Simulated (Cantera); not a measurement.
An isothermal, constant-pressure homogeneous reactor starts with N₂O = 1 (molar parts), at 1550 K and 668 Torr.

Detailed kinetics in Cantera: GRI-Mech 3.0 (53 species, 325 reactions). GRI-Mech 3.0 was tuned for natural gas; its chemistry of N2O as a main component is partial and can be far from experiment. The temperature is held fixed by assumption; the heat of reaction is taken as removed at once.

One state of this run: x N₂O = 7.82e-6; x O₂ = 0.257; x NO₂ = 0.000728; x N₂ = 0.591; x NO = 0.151; x O = 4.25e-6. x: mole fraction; the columns are a selection and need not sum to one.

### Question
Which value of t (s) does it belong to?
A. 0.000340
B. 0.000143
C. 0.840
D. 6.00e-5

### Answer
C, 0.840
